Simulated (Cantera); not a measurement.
A closed system holds: 1 mol C₂H₂, 0.4 mol H₂O, held at 2.80 bar.

These are equilibrium values from Cantera (NASA tables, ideal gas, pure condensed phases), not measurements of a reactor. Candidate condensed phases: C, C₆H₆, C₇H₈, C₈H₁₈, H₂O; 110 gas species. The numbers say what is thermodynamically allowed, not how fast it happens. All values below are at 523 K.

Base state: CH₄ 0.569, H₂O 0.393, CO₂ 0.0242, H₂ 0.0138 (mole fractions); condensed: C(graphite).

What changes in the equilibrium state with this change: H₂O from 0.4 to 0.17 mol?


```csv
species,before,after
CH₄,0.569,0.739
H₂O,0.393,0.238
H₂,0.0138,0.0158
CO₂,0.0242,0.00683
"C(graphite), mol",1.46,1.50
```
